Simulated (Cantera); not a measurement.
Feed: 1 mol SiCl4, 0.31 mol C2H4, a varied amount of H2, equilibrated at 1400 °C and 0.133 bar.

Method: chemical equilibrium by Gibbs-energy minimisation in Cantera with the NASA 1993 tables (ideal gas, pure condensed phases). Candidate condensed phases: C, C6H6, C7H8, C8H18, Si, SiC; 109 gas species. Mutual solubility and eutectic melting of coexisting phases are not modelled. Gases not in the tables: Si2H6 and higher silanes. Rates play no part.

**Question.** At 210 mol H2, list the 5 most abundant gas species with their mole fractions, and the condensed phases.

**Answer.** H2 0.982, HCl 0.0167, SiCl2 0.00103, H 0.000310, SiH2 1.08e-5. Condensed: Si(s) + SiC(s).
